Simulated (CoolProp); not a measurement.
Saturation properties of R245fa.

Computed with CoolProp (reference Helmholtz-energy equation of state, Akasaka 2015).

| T (K) | p (MPa) | liquid density (kg/m³) | enthalpy of vaporisation (kJ/kg) | liquid cp (kJ/(kg K)) | liquid viscosity (µPa s) | liquid conductivity (mW/(m K)) |
|---|---|---|---|---|---|---|
| 272.9 | 0.05267 | 1405 | 204.8 | 1.261 | 538 | 99.7 |
| 276.1 | 0.06083 | 1396 | 203.2 | 1.268 | 516 | 98.7 |
| 279.4 | 0.07029 | 1388 | 201.5 | 1.275 | 495 | 97.7 |
| 282.6 | 0.08054 | 1380 | 199.8 | 1.281 | 476 | 96.7 |
| 285.9 | 0.09233 | 1371 | 198.0 | 1.289 | 457 | 95.7 |
| 289.1 | 0.1050 | 1363 | 196.3 | 1.296 | 440 | 94.7 |
| 292.4 | 0.1196 | 1354 | 194.5 | 1.303 | 423 | 93.7 |
| 295.6 | 0.1351 | 1345 | 192.7 | 1.311 | 407 | 92.7 |
| 298.8 | 0.1522 | 1337 | 190.9 | 1.318 | 392 | 91.8 |
| 302.1 | 0.1715 | 1328 | 188.9 | 1.326 | 377 | 90.8 |
| 305.3 | 0.1921 | 1319 | 187.1 | 1.334 | 363 | 89.8 |
| 308.6 | 0.2152 | 1310 | 185.1 | 1.343 | 349 | 88.9 |
| 311.8 | 0.2397 | 1301 | 183.1 | 1.351 | 337 | 87.9 |
| 315 | 0.2663 | 1291 | 181.2 | 1.360 | 325 | 87.0 |

It boils at 288.2 K under 1 atm.

Viscosity comes from a separate model (Bell 2016), an estimate that may be off by 10 % or more. Thermal conductivity comes from a separate model (Huber 2003), an estimate that may be off by 10 % or more.
